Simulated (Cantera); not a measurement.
Input (Python, Cantera) and output of one run.

```python
import numpy as np
import cantera as ct

gas_names = """
    C CO CO2 C2 C2O C3 C3O2 C4 C5 Fe FeC5O5 FeO O O2 O3
""".split()
cond_names = """
    C(gr) Fe(a) Fe(c) Fe(d) Fe(L) FeC5O5(L) FeO(s) FeO(L) Fe2O3(s) Fe3O4(s)
""".split()


# ... load() reads the species with a 1 bar reference pressure and builds the phases ...
atoms = {
    'Fe2O3': {'Fe': 2, 'O': 3},
    'O2': {'O': 2},
    'CO2': {'C': 1, 'O': 2},
}
top_T = {'C(gr)': 4500, 'Fe2O3(s)': 1830, 'Fe3O4(s)': 1870}  # K; cautious upper limits of use, not melting points


# ... equilibrate(T, P, feed) seeds the gas with the atoms and calls Mixture.equilibrate('TP', solver="vcs", rtol=1e-11, max_steps=5000) ...
results = []
feed = {'Fe2O3': 1, 'O2': 1.2, 'CO2': 0.16}  # mol
P = 13332.2  # Pa
for T in [798, 898, 998, 1098, 1198, 1298, 1398, 1498, 1598, 1698, 1798]:
    mix = equilibrate(T, P, feed)
    results.append((T, P, feed, dict(zip(mix.species_names, mix.species_moles))))

top = {s: max(r[3][s] / sum(r[3][g] for g in gas_names) for r in results) for s in gas_names}
cols = sorted((s for s in top if top[s] > 0.001), key=lambda s: -top[s])[:9]
seen = [c for c in cond_names if any(r[3].get(c, 0) > 1e-12 for r in results)]
print("log10 of partial pressures in bar; condensed amounts in mol")
print(f"{'T/K':>10s}" + "".join(f"{s[:9]:>10s}" for s in cols + seen))
for T, P, feed, n in results:
    ng = sum(n[g] for g in gas_names)
    print(f"{T:10.4g}" + "".join(f"{np.log10(max(n[s] / ng * P / 1e5, 1e-99)):10.3f}" for s in cols)
          + "".join(f"{n.get(c, 0):10.4g}" for c in seen))
```

Result:

```
log10 of partial pressures in bar; condensed amounts in mol
       T/K        O2       CO2  Fe2O3(s)  Fe3O4(s)
       798    -0.929    -1.805         1         0
       898    -0.929    -1.805         1         0
       998    -0.929    -1.805         1         0
      1098    -0.929    -1.805         1         0
      1198    -0.929    -1.805         1         0
      1298    -0.929    -1.805         1         0
      1398    -0.929    -1.805         1         0
      1498    -0.929    -1.805         1         0
      1598    -0.929    -1.805         1         0
      1698    -0.923    -1.855         0    0.6667
      1798    -0.923    -1.855         0    0.6667
```

Method: chemical equilibrium by Gibbs-energy minimisation in Cantera with the NASA 1993 tables (ideal gas, pure condensed phases).
